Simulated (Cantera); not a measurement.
Cantera run:

```python
import numpy as np
import cantera as ct

gas_names = """
    CL CL2 H HCL H2 Si SiCL SiCL2 SiCL3 SiCL4 SiH SiHCL3 SiH2 SiH2CL2 SiH3 SiH3CL SiH4 Si2 Si3
""".split()
cond_names = """
    Si(cr) Si(L)
""".split()


def load(file, names, dense=False):
    # The tables refer to 1 bar. Condensed volumes are neglected.
    table = {s.name: s for s in ct.Species.list_from_file(file)}
    out = []
    for n in names:
        d = dict(table[n].input_data)
        d["thermo"] = dict(d["thermo"], **{"reference-pressure": 1e5})
        if dense:
            d["equation-of-state"] = {"model": "constant-volume", "density": "1e6 g/cm^3"}
        out.append(ct.Species.from_dict(d))
    return out


gas = ct.Solution(thermo="ideal-gas", species=load("nasa_gas.yaml", gas_names))
cond = {s.name: ct.Solution(thermo="fixed-stoichiometry", species=[s], name=s.name)
        for s in load("nasa_condensed.yaml", cond_names, dense=True)}
atoms = {
    'SiHCl3': {'Si': 1, 'H': 1, 'CL': 3},
    'H2': {'H': 2},
}
top_T = {}  # K; cautious upper limits of use, not melting points


def equilibrate(T, P, feed):
    n = {}
    for name, mol in feed.items():
        for a, k in atoms[name].items():
            n[a] = n.get(a, 0.0) + k * mol
    gas.TPX = T, P, n
    mass = sum(n.values()) * gas.mean_molecular_weight
    gas.equilibrate("TP")
    valid = [c for c in cond.values() if c.min_temp <= T <= top_T.get(c.name, c.max_temp)]
    mix = ct.Mixture([(gas, mass / gas.mean_molecular_weight)] + [(c, 0.0) for c in valid])
    mix.T, mix.P = T, P
    mix.equilibrate("TP", solver="gibbs", rtol=1e-10, max_steps=50000)
    return mix


results = []
T = 923.15  # K
P = 1300  # Pa
for m in [25, 34, 45, 60, 81, 110, 150, 190, 260, 350, 470, 630, 840]:
    feed = {'SiHCl3': 1, 'H2': m}  # mol
    mix = equilibrate(T, P, feed)
    results.append((T, P, feed, dict(zip(mix.species_names, mix.species_moles))))
    x = sorted(zip(gas.X, gas.species_names), reverse=True)
    print(f"T = {T:g} K  P = {P:g} Pa  n(H2) = {m:g} mol  gas = {mix.phase_moles(0):.4g} mol")
    print("   x: " + "  ".join(f"{s} {v:.3e}" for v, s in x if v > 0.0001))
    print("   condensed (mol): " + ("  ".join(f"{mix.phase(i).name} {mix.phase_moles(i):.4g}"
          for i in range(1, mix.n_phases) if mix.phase_moles(i) > 1e-12) or "none"))
```

Output:

```
T = 923.15 K  P = 1300 Pa  n(H2) = 25 mol  gas = 26.29 mol
   x: H2 9.609e-01  SiCL4 2.063e-02  HCL 1.167e-02  SiHCL3 6.064e-03  SiCL3 3.232e-04  SiCL2 2.037e-04  SiH2CL2 1.746e-04
   condensed (mol): Si(cr) 0.2797
T = 923.15 K  P = 1300 Pa  n(H2) = 34 mol  gas = 35.31 mol
   x: H2 9.693e-01  SiCL4 1.467e-02  HCL 1.076e-02  SiHCL3 4.716e-03  SiCL3 2.503e-04  SiCL2 1.717e-04  SiH2CL2 1.485e-04
   condensed (mol): Si(cr) 0.2955
T = 923.15 K  P = 1300 Pa  n(H2) = 45 mol  gas = 46.32 mol
   x: H2 9.752e-01  SiCL4 1.063e-02  HCL 9.959e-03  SiHCL3 3.715e-03  SiCL3 1.966e-04  SiCL2 1.462e-04  SiH2CL2 1.272e-04
   condensed (mol): Si(cr) 0.3137
T = 923.15 K  P = 1300 Pa  n(H2) = 60 mol  gas = 61.35 mol
   x: H2 9.800e-01  HCL 9.164e-03  SiCL4 7.544e-03  SiHCL3 2.880e-03  SiCL3 1.520e-04  SiCL2 1.232e-04  SiH2CL2 1.077e-04
   condensed (mol): Si(cr) 0.3369
T = 923.15 K  P = 1300 Pa  n(H2) = 81 mol  gas = 82.38 mol
   x: H2 9.840e-01  HCL 8.364e-03  SiCL4 5.195e-03  SiHCL3 2.181e-03  SiCL3 1.149e-04  SiCL2 1.022e-04
   condensed (mol): Si(cr) 0.367
T = 923.15 K  P = 1300 Pa  n(H2) = 110 mol  gas = 111.4 mol
   x: H2 9.871e-01  HCL 7.580e-03  SiCL4 3.480e-03  SiHCL3 1.618e-03
   condensed (mol): Si(cr) 0.4049
T = 923.15 K  P = 1300 Pa  n(H2) = 150 mol  gas = 151.5 mol
   x: H2 9.896e-01  HCL 6.812e-03  SiCL4 2.260e-03  SiHCL3 1.172e-03
   condensed (mol): Si(cr) 0.4516
T = 923.15 K  P = 1300 Pa  n(H2) = 190 mol  gas = 191.5 mol
   x: H2 9.911e-01  HCL 6.245e-03  SiCL4 1.590e-03  SiHCL3 9.010e-04
   condensed (mol): Si(cr) 0.4933
T = 923.15 K  P = 1300 Pa  n(H2) = 260 mol  gas = 261.6 mol
   x: H2 9.928e-01  HCL 5.510e-03  SiCL4 9.606e-04  SiHCL3 6.178e-04
   condensed (mol): Si(cr) 0.5568
T = 923.15 K  P = 1300 Pa  n(H2) = 350 mol  gas = 351.6 mol
   x: H2 9.941e-01  HCL 4.829e-03  SiCL4 5.656e-04  SiHCL3 4.155e-04
   condensed (mol): Si(cr) 0.6248
T = 923.15 K  P = 1300 Pa  n(H2) = 470 mol  gas = 471.7 mol
   x: H2 9.952e-01  HCL 4.169e-03  SiCL4 3.133e-04  SiHCL3 2.670e-04
   condensed (mol): Si(cr) 0.6971
T = 923.15 K  P = 1300 Pa  n(H2) = 630 mol  gas = 631.8 mol
   x: H2 9.961e-01  HCL 3.528e-03  SiHCL3 1.617e-04  SiCL4 1.604e-04
   condensed (mol): Si(cr) 0.7695
T = 923.15 K  P = 1300 Pa  n(H2) = 840 mol  gas = 841.8 mol
   x: H2 9.969e-01  HCL 2.924e-03
   condensed (mol): Si(cr) 0.835
```

These are equilibrium values from Cantera (NASA tables, ideal gas, pure condensed phases), not measurements of a reactor. The tables' values for SiCl3 are old estimates; treat these amounts as uncertain.
